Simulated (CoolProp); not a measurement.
R152A along the isobar 14.8 MPa: density (kg/m³) from the reference equation and from simpler models built on Tc = 386.4 K, pc = 4.517 MPa, ω = 0.275; each cubic takes its own stable root.

The numbers come from the reference Helmholtz-energy equation of state, Outcalt 1996 in CoolProp. It is a modified Benedict-Webb-Rubin equation, recast in Helmholtz form.

| T (K) | phase | reference |
|---|---|---|
| 375.7 | liquid | 763.2 |
| 391.3 | supercritical | 719.2 |
| 406.8 | supercritical | 671.7 |
| 422.3 | supercritical | 620.2 |
| 437.9 | supercritical | 564.8 |
| 453.4 | supercritical | 508.7 |
| 468.9 | supercritical | 455.0 |
| 484.5 | supercritical | 406.9 |
| 500 | supercritical | 366.5 |

Problem. How far does each simpler model (van der Waals, Peng-Robinson) lie from the reference over these 9 states: mean and median of the absolute difference, and the worst?

Solution. 
- van der Waals: mean 22.5 %, median 24.8 %, worst -36.0 % at 375.7 K and 14.8 MPa
- Peng-Robinson: mean 10.3 %, median 10.2 %, worst -12.0 % at 453.4 K and 14.8 MPa
